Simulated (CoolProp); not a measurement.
Vapour-liquid equilibrium of carbon dioxide (1) + CHF3 (R23) (2) at 1.49 MPa; x and y are mole fractions of (1).

Computed with CoolProp (multi-fluid Helmholtz-energy mixture model, Span 1996 and Penoncello 2003; pair parameters Bell 2016).

**Question.** Give the bubble temperature and the first vapour's composition at x = 0.05, 0.75, 0.95. Is there an azeotrope?

**Answer.** x = 0.05: -18.8 °C, y = 0.068; x = 0.75: -27.4 °C, y = 0.787; x = 0.95: -28.5 °C, y = 0.955. No azeotrope shows between x = 0.05 and 0.95.

The pair parameters rest on a limited set of measurements; away from them the model extrapolates.
